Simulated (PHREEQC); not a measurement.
**Nickel, zinc or cadmium bath**

Solution (20 °C): 0.015 mol ZnCl2 and 0.036 mol H2SO4 per kg of water. Closed to the air; pH follows from the charge balance.

Computed with PHREEQC (ion-association model, phreeqc.dat).

No solid was allowed to form.

### Question
Predict the pH.

### Answer
pH 1.37.

### Question
In which forms is S present?

### Answer
HSO4- 56 %, SO4-2 31 %, ZnSO4 11 %, Zn(SO4)2-2 2.0 % of the S.

Species that the database lacks are ignored.
